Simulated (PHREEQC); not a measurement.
0.34 g of hydrous ferric oxide (600 m²/g; 0.2 weak and 0.005 strong sites per Fe, Dzombak-Morel constants, diffuse double layer) in 1 kg of water with 0.005 mol/kgw of an inert sodium salt and 0.64 mmol/kgw H3BO3 and 0.0016 mmol/kgw PbCl2, at 25 °C; the pH is set by adding NaOH or the inert anion's acid. Oxygen alone is held at its pressure in air (log pO2 = -0.68). No CO2 enters from the air. Precipitation was switched off in this run.

Base run: PHREEQC, ion-association model, wateq4f.dat. Each further column changes one thing. The table gives surface charge σ (C/m²).

```tsv
pH	base	background salt from 0.005 to 0.0005 mol/kgw	oxide from 0.34 to 1.7 g/kgw
4	0.184	0.102	0.191
4.67	0.117	?	0.120
5.33	0.069	0.028	0.071
6	0.038	0.014	0.038
6.67	0.019	0.006	0.019
7.33	0.008	0.003	0.008
8.67	-0.005	?	-0.005
9.33	-0.015	?	-0.015
10	-0.032	?	-0.032
10.67	-0.061	?	-0.063
11.33	-0.114	-0.087	-0.117
12	-0.217	?	-0.220
```

**Question.** Complete the blanks.

**Answer.** 
- 4.67, background salt from 0.005 to 0.0005 mol/kgw: 0.054
- 8.67, background salt from 0.005 to 0.0005 mol/kgw: -0.002
- 9.33, background salt from 0.005 to 0.0005 mol/kgw: -0.006
- 10, background salt from 0.005 to 0.0005 mol/kgw: -0.016
- 10.67, background salt from 0.005 to 0.0005 mol/kgw: -0.036
- 12, background salt from 0.005 to 0.0005 mol/kgw: -0.201
